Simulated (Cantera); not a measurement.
Charge: 1 mol Fe3O4, 0.68 mol C, 0.039 mol CO, held at 2123.15 K and 0.150 Torr.

Equilibrium computed with Cantera from the NASA thermochemical tables; the gas is ideal and each condensed phase is pure. The tables' stoichiometric FeO is somewhat more stable than real wüstite, so its field is too wide. FeO: taken at fixed stoichiometry. Kinetics and transport are ignored.

```csv
species,before,after
CO2,0.195,0.430
CO,0.124,0.341
Fe,0.401,0.160
O2,0.151,0.0306
O,0.0449,0.0114
FeO,0.0838,0.0266
"FeO(l), mol",1.91,2.83
```
Gas species are given as mole fractions.

### Question
Name the change that produced these shifts.
(A) Fe3O4 replaced by Fe2O3
(B) pressure from 0.150 Torr to 0.473 Torr
(C) pressure from 0.150 Torr to 1 atm
(D) pressure from 0.150 Torr to 21.0 Torr

### Answer
B, pressure from 0.150 Torr to 0.473 Torr
